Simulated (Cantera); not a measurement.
**Transport properties of process gases**

Gas mixture: 100 % H₂, at 0.000600 bar, frozen composition.

Cantera's kinetic-theory transport with the Lennard-Jones parameters of GRI-Mech 3.0, ideal gas; thermal conductivity in the mixture-averaged form.

| T (K) | ρ (kg/m³) | cp (J/kg/K) | μ (µPa s) | λ (mW/m/K) | Pr | D (cm²/s) CO₂ | D (cm²/s) NO | D (cm²/s) H |
|---|---|---|---|---|---|---|---|---|
| 400 | 3.64e-5 | 14520 | 10.9 | 229 | 0.689 | 1850 | 2140 | 5980 |
| 600 | 2.42e-5 | 14510 | 14.1 | 298 | 0.688 | 3690 | 4220 | 11800 |
| 800 | 1.82e-5 | 14690 | 17.0 | 363 | 0.689 | 5980 | 6810 | 19100 |
| 1000 | 1.45e-5 | 14960 | 19.7 | 428 | 0.687 | 8680 | 9860 | 27700 |
| 1200 | 1.21e-5 | 15380 | 22.1 | 494 | 0.689 | 11800 | 13300 | 37500 |
| 1400 | 1.04e-5 | 15800 | 24.4 | 559 | 0.690 | 15200 | 17200 | 48500 |
| 1600 | 9.09e-6 | 16220 | 26.6 | 625 | 0.691 | 19000 | 21500 | 60500 |
D: mixture-averaged diffusion coefficient of that species in the mixture.
